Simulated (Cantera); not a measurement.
Equilibrium for carbothermic reduction: CuO + CH4 + N2

Feed: 1 mol CuO, 0.71 mol CH4, 0.27 mol N2, held at 1.33 mbar.

Method: chemical equilibrium by Gibbs-energy minimisation in Cantera with the NASA 1993 tables (ideal gas, pure condensed phases). Candidate condensed phases: C, C6H6, C7H8, C8H18, Cu, CuO, Cu(OH)2, Cu2O, H2O; 139 gas species. Equilibrium is a limit: real reactors are often held back by kinetics, nucleation or transport.

| T (K) | x H2 | x CO | x N2 | x H2O | x CO2 | n Cu(s) | n Cu(l) |
|---|---|---|---|---|---|---|---|
| 800 | 0.547 | 0.220 | 0.113 | 0.0448 | 0.0760 | 1.00 | 0 |
| 850 | 0.539 | 0.228 | 0.113 | 0.0528 | 0.0681 | 1.00 | 0 |
| 900 | 0.532 | 0.235 | 0.113 | 0.0599 | 0.0609 | 1.00 | 0 |
| 950 | 0.525 | 0.241 | 0.113 | 0.0663 | 0.0545 | 1.00 | 0 |
| 1000 | 0.520 | 0.247 | 0.113 | 0.0719 | 0.0490 | 1.00 | 0 |
| 1050 | 0.515 | 0.252 | 0.113 | 0.0767 | 0.0441 | 1.00 | 0 |
| 1100 | 0.511 | 0.256 | 0.113 | 0.0809 | 0.0400 | 1.000 | 0 |
| 1150 | 0.507 | 0.259 | 0.113 | 0.0845 | 0.0364 | 1.000 | 0 |
| 1200 | 0.504 | 0.263 | 0.112 | 0.0876 | 0.0332 | 1.000 | 0 |
| 1250 | 0.501 | 0.265 | 0.112 | 0.0903 | 0.0305 | 1.000 | 0 |
| 1300 | 0.499 | 0.268 | 0.112 | 0.0926 | 0.0282 | 1.000 | 0 |
| 1350 | 0.497 | 0.270 | 0.112 | 0.0946 | 0.0261 | 0.999 | 0 |
| 1400 | 0.495 | 0.271 | 0.112 | 0.0964 | 0.0243 | 0 | 0.998 |
x: gas mole fraction; n: condensed amount in mol.

From 800 K to 1350 K the condensed part is Cu(s). At 1400 K the condensed part is Cu(l).
